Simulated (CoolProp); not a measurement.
Ammonia along the isobar 0.953 MPa: Z from the reference equation and from simpler models built on Tc = 132.4 °C, pc = 11.36 MPa, ω = 0.256; each cubic takes its own stable root.

Model: reference Helmholtz-energy equation of state, Gao 2020, in CoolProp.

```tsv
T (°C)	phase	reference	van der Waals	Redlich-Kwong	Soave-Redlich-Kwong	Peng-Robinson
-64.75	liquid	0.01302	0.02507	0.01690	0.01654	0.01470
-49.95	liquid	0.01246	0.02392	0.01617	0.01577	0.01400
-35.15	liquid	0.01199	(withheld)	(withheld)	0.01514	0.01342
-20.35	liquid	0.01160	0.9196	0.01510	0.01462	(withheld)
-5.55	liquid	0.01128	0.9300	0.01474	0.01422	0.01258
9.25	liquid	0.01104	0.9386	0.01450	0.01393	0.01230
38.75	gas	0.9103	0.9517	0.9372	0.9313	0.9273
53.55	gas	0.9265	0.9568	0.9451	0.9407	0.9368
68.35	gas	0.9387	0.9612	0.9518	0.9485	0.9448
83.15	gas	0.9482	0.9650	0.9574	0.9551	0.9515
97.95	gas	0.9557	0.9683	0.9622	0.9607	0.9572
112.65	gas	0.9618	0.9712	0.9663	0.9655	0.9621
127.45	gas	0.9668	0.9738	0.9698	0.9696	0.9664
142.25	gas	0.9710	0.9760	0.9729	0.9732	0.9701
```

### Question
Some entries are withheld; supply them.

### Answer

- -35.15, van der Waals: 0.02298
- -35.15, Redlich-Kwong: 0.01558
- -20.35, Peng-Robinson: 0.01295

At some of these states van der Waals gives the other phase, because its saturation line lies elsewhere.
